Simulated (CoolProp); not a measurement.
Values from CoolProp's reference Helmholtz-energy equation of state, Lemmon 2006. It is a short technical equation, of lower accuracy than the large ones.

Give the vapour pressure (MPa), liquid density (kg/m³), vapour density (kg/m³), enthalpy of vaporisation (kJ/kg) of saturated CH3F (R41) at 182.4, 193.9 K.


```tsv
T (K)	p (MPa)	liquid density (kg/m³)	vapour density (kg/m³)	enthalpy of vaporisation (kJ/kg)
182.4	0.0486	907	1.12	504
193.9	0.0964	883	2.12	489
```
